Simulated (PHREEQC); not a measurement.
## Alkaline etch or developer: speciation

Solution (25 °C): 1.3 mmol/kgw KOH and 0.33 mmol/kgw H3BO3. Closed to the air; pH follows from the charge balance.

Computed with PHREEQC (ion-association model, wateq4f.dat).

Each row changes one thing in this solution. This is a speciation only: nothing precipitates in the calculation.

```tsv
case	pH	ionic strength (mol/kgw)
as made	10.97	0.00130
diluted 10-fold with water	10.00	0.000130
0.00063 mol/kgw K2CO3 added	11.00	0.00310
temperature from 25 to 20 °C	11.14	0.00130
KOH left out	6.35	4.47e-7
0.00069 mol/kgw NaHCO3 added	10.66	0.00248
H3BO3 left out	11.10	0.00130
H3BO3 replaced by Na2B4O7 at the same molality	10.81	0.00196
```
